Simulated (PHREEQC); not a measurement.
A solution holds 0.002 mol CuCl2, 0.27 mol HNO3 and 0.044 mol KCl per kg of water, at 25 °C. Closed to the air; pH follows from the charge balance.

Model: ion-association model, phreeqc.dat, run in PHREEQC.

Task: The ionic strength comes out as 0.320 mol/kgw. What activity coefficients do K+, Cl-, H+, Cu+2, CuCl+ get?

Result: K+ 0.68, Cl- 0.68, H+ 0.78, Cu+2 0.28, CuCl+ 0.68.

This is a speciation only: nothing precipitates in the calculation.
